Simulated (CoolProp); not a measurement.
Nitrogen along the isotherm 74.4 K: density (kg/m³) from the reference equation and from simpler models built on Tc = 126.2 K, pc = 3396 kPa, ω = 0.037; each cubic takes its own stable root.

Values from CoolProp's reference Helmholtz-energy equation of state, Span 2000.

```csv
p (kPa),phase,reference
16.1,gas,0.7345
33.1,gas,1.522
67.9,gas,3.177
139,liquid,819.5
286,liquid,819.8
588,liquid,820.6
1210,liquid,822.0
2480,liquid,824.9
5090,liquid,830.6
```

Question: How far does each simpler model (van der Waals, Redlich-Kwong, Soave-Redlich-Kwong, Peng-Robinson) lie from the reference over these 9 states: mean and median of the absolute difference, and the worst?

Answer: 
- van der Waals: mean 28.4 %, median 30.8 %, worst -99.2 % at 74.4 K and 139 kPa
- Redlich-Kwong: mean 2890.8 %, median 1.3 %, worst +26009.5 % at 74.4 K and 67.9 kPa
- Soave-Redlich-Kwong: mean 0.4 %, median 0.4 %, worst +0.7 % at 74.4 K and 5090 kPa
- Peng-Robinson: mean 8.9 %, median 13.3 %, worst +13.4 % at 74.4 K and 5090 kPa

At some of these states van der Waals, Redlich-Kwong gives the other phase, because its saturation line lies elsewhere.
